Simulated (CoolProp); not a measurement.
Vapour-liquid equilibrium of R125 (1) + propane (2) at 12.95 °C; x and y are mole fractions of (1).

The numbers come from the multi-fluid Helmholtz-energy mixture model, Lemmon 2005 and Lemmon 2009; pair parameters Bell 2016 in CoolProp.

```json
[
 {"x": "0.05", "bubble pressure, mixture model (MPa)": "0.8102", "bubble pressure, Raoult's law (MPa)": "0.7063", "y, mixture model": "0.164", "y, Raoult's law": "0.070"},
 {"x": "0.15", "bubble pressure, mixture model (MPa)": "0.9733", "bubble pressure, Raoult's law (MPa)": "0.7362", "y, mixture model": "0.339", "y, Raoult's law": "0.202"},
 {"x": "0.25", "bubble pressure, mixture model (MPa)": "(withheld)", "bubble pressure, Raoult's law (MPa)": "0.7660", "y, mixture model": "0.433", "y, Raoult's law": "0.323"},
 {"x": "0.35", "bubble pressure, mixture model (MPa)": "1.128", "bubble pressure, Raoult's law (MPa)": "0.7958", "y, mixture model": "(withheld)", "y, Raoult's law": "0.435"},
 {"x": "0.45", "bubble pressure, mixture model (MPa)": "(withheld)", "bubble pressure, Raoult's law (MPa)": "0.8257", "y, mixture model": "0.543", "y, Raoult's law": "0.539"},
 {"x": "0.55", "bubble pressure, mixture model (MPa)": "1.183", "bubble pressure, Raoult's law (MPa)": "0.8555", "y, mixture model": "0.590", "y, Raoult's law": "0.636"},
 {"x": "0.65", "bubble pressure, mixture model (MPa)": "1.187", "bubble pressure, Raoult's law (MPa)": "0.8854", "y, mixture model": "0.640", "y, Raoult's law": "0.727"},
 {"x": "0.75", "bubble pressure, mixture model (MPa)": "1.174", "bubble pressure, Raoult's law (MPa)": "0.9152", "y, mixture model": "0.702", "y, Raoult's law": "0.811"},
 {"x": "0.85", "bubble pressure, mixture model (MPa)": "1.133", "bubble pressure, Raoult's law (MPa)": "0.9450", "y, mixture model": "0.785", "y, Raoult's law": "0.890"},
 {"x": "0.95", "bubble pressure, mixture model (MPa)": "1.052", "bubble pressure, Raoult's law (MPa)": "0.9749", "y, mixture model": "0.909", "y, Raoult's law": "0.965"}
]
```

**Question.** Fill in the missing entries.

**Answer.** 
- 0.25, bubble pressure, mixture model (MPa): 1.070
- 0.35, y, mixture model: 0.494
- 0.45, bubble pressure, mixture model (MPa): 1.164

The largest gap from Raoult's law is +41.7 % in bubble pressure, at x = 0.35. y crosses x between x = 0.55 and 0.65: the model has an azeotrope there.

Pair parameters are fitted to limited data, so mixtures are less certain than the pure fluids.
